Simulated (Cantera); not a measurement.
# CaO + F2 + H2 (oxide etching and cleaning by halides)

Charge: 1 mol CaO, 5.1 mol F2, a varied amount of H2, held at 1350 °C and 49.0 mbar.

These are equilibrium values from Cantera (NASA tables, ideal gas, pure condensed phases), not measurements of a reactor. Candidate condensed phases: Ca, CaF2, CaO, Ca(OH)2, H2O; 29 gas species. Rates play no part.

| n(H2) (mol) | x HF | x H2 | x F | x H2O | x O2 | n CaF2(s) |
|---|---|---|---|---|---|---|
| 3.3 | 0.758 | <1e-12 | 0.184 | 3.97e-11 | 0.0574 | 0.996 |
| 4.1 | 0.942 | 1.26e-8 | 0.000164 | 7.72e-5 | 0.0574 | 0.996 |
| 5.1 | 0.891 | 0.000343 | 9.39e-7 | 0.108 | 0.000153 | 0.995 |
| 6.3 | 0.788 | 0.115 | 4.53e-8 | 0.0961 | 1.07e-9 | 0.995 |
| 7.8 | 0.689 | 0.227 | 2.82e-8 | 0.0840 | 2.11e-10 | 0.994 |
| 9.7 | 0.594 | 0.333 | 2.01e-8 | 0.0724 | 7.27e-11 | 0.993 |
| 12 | 0.509 | 0.428 | 1.52e-8 | 0.0621 | 3.23e-11 | 0.992 |
| 15 | 0.429 | 0.518 | 1.16e-8 | 0.0523 | 1.57e-11 | 0.991 |
| 19 | 0.355 | 0.601 | 8.93e-9 | 0.0433 | 7.96e-12 | 0.989 |
| 23 | 0.302 | 0.660 | 7.27e-9 | 0.0369 | 4.80e-12 | 0.987 |
| 29 | 0.248 | 0.721 | 5.69e-9 | 0.0302 | 2.69e-12 | 0.984 |
x: gas mole fraction; n: condensed amount in mol.

From 3.3 mol H2 to 29 mol H2 the condensed part is CaF2(s). The main Ca-bearing gas is CaF2 throughout.
